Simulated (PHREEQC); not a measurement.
A made-up water analysis in mg/L, 25 °C, pH 6.52, pe 9.4:

| constituent | mg/L |
|---|---|
| Na | 0.467 |
| K | 0.0708 |
| Ca | 0.484 |
| Mg | 0.147 |
| Cl | 0.487 |
| S(6) as SO4 | 0.515 |
| Alkalinity as HCO3 | 1.97 |
| Zn | 0.039 |
| O(0) (dissolved oxygen) | 0.0036 |
| F | 0.000932 |

Valence states are taken as typed.

The numbers come from PHREEQC with the ion-association model, wateq4f.dat.

No solid was allowed to form.

Predict the charge-balance error.

charge-balance error 2.4 %.

In which forms is C present?

HCO3- 60 %, CO2 40 % of the C.

Species that the database lacks are ignored.
